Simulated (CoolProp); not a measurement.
Computed with CoolProp (reference Helmholtz-energy equation of state, Lemmon 2022).

Problem. Give the vapour pressure (bar), vapour Z, liquid viscosity (µPa s), liquid conductivity (mW/(m K)) of saturated R1234yf at 239.4, 254.3 K.

Solution. 
| T (K) | p (bar) | vapour Z | liquid viscosity (µPa s) | liquid conductivity (mW/(m K)) |
|---|---|---|---|---|
| 239.4 | 0.836 | 0.960 | 308 | 83.1 |
| 254.3 | 1.58 | 0.938 | 252 | 77.8 |

Viscosity comes from a separate model (Bell 2016), an estimate that may be off by 10 % or more. Thermal conductivity comes from a separate model (Perkins 2011).
